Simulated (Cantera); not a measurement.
An isothermal, constant-pressure homogeneous reactor starts with 0.0996 % CO, 0.209 % O₂, 0.0538 % H₂O, 99.6 % N₂, equivalence ratio 0.24, at 1473 K and 0.190 bar.

Computed with Cantera and GRI-Mech 3.0 (53 species, 325 reactions).

Problem. Predict: x(CO) at 100 s; x(O₂) at 100 s; x(H₂O) at 100 s.

Solution. 
| Item | Value |
|---|---|
| x(CO) at 100 s | 1.87e-7 (gas-phase equilibrium 1.90e-7) |
| x(O₂) at 100 s | 0.00159 (gas-phase equilibrium 0.00154) |
| x(H₂O) at 100 s | 0.000537 (gas-phase equilibrium 0.000537) |
